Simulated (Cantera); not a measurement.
Input: 1 mol CCl₄, 1.4 mol HCl, 0.12 mol CH₄, held at 2375 °C and 8.25 Torr.

Cantera equilibrium calculation (NASA polynomials, part measured and part estimated; ideal gas, pure solids and liquids). Candidate condensed phases: C, C₆H₆, C₇H₈, C₈H₁₈; 91 gas species. Equilibrium is a limit: real reactors are often held back by kinetics, nucleation or transport.

Q: What is the equilibrium state?

A: 
```
Quantity                 Value
-------------------  ---------
x(Cl)                    0.686
x(HCl)                   0.250
x(H)                    0.0500
x(H₂)                   0.0127
x(C₃)                 0.000396
x(C₂H₂ (acetylene))   0.000248
x(Cl₂)                0.000222
x(C)                  0.000103
x(C₂H)                 9.40e-5
n(C(graphite))        1.11 mol
gas amount           5.765 mol
```
